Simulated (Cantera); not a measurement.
CH₃SiH₃ + CH₄ + H₂ (silicon carbide growth)

A closed system holds: 1 mol CH₃SiH₃, 0.24 mol CH₄, 32 mol H₂, equilibrated at 10.0 mbar.

Method: chemical equilibrium by Gibbs-energy minimisation in Cantera with the NASA 1993 tables (ideal gas, pure condensed phases). Candidate condensed phases: C, C₆H₆, C₇H₈, C₈H₁₈, Si, SiC; 87 gas species. The feed counts by its element totals alone. Gases not in the tables: Si₂H₆ and higher silanes. Equilibrium is a limit: real reactors are often held back by kinetics, nucleation or transport.

| T (K) | x H₂ | x H | x Si | x C₂H₂ (acetylene) | n C(graphite) | n SiC(s) |
|---|---|---|---|---|---|---|
| 1048 | 0.999 | 7.72e-8 | <1e-12 | 3.94e-9 | 0.219 | 1.00 |
| 1248 | 1.000 | 4.67e-6 | 1.73e-12 | 2.43e-7 | 0.236 | 1.00 |
| 1448 | 1.000 | 9.22e-5 | 1.73e-9 | 4.75e-6 | 0.238 | 1.00 |
| 1648 | 0.999 | 0.000890 | 3.18e-7 | 4.47e-5 | 0.236 | 1.000 |
| 1848 | 0.994 | 0.00529 | 1.87e-5 | 0.000256 | 0.222 | 0.999 |
| 2048 | 0.976 | 0.0221 | 0.000493 | 0.00102 | 0.185 | 0.979 |
| 2248 | 0.918 | 0.0704 | 0.00720 | 0.00304 | 0.281 | 0.652 |
| 2448 | 0.792 | 0.177 | 0.0189 | 0.00685 | 0.314 | 0 |
| 2648 | 0.606 | 0.362 | 0.0173 | 0.00818 | 0 | 0 |
x: gas mole fraction; n: condensed amount in mol.

From 1048 K to 2248 K the condensed part is C(graphite) + SiC(s). At 2448 K the condensed part is C(graphite). At 2648 K nothing is condensed.
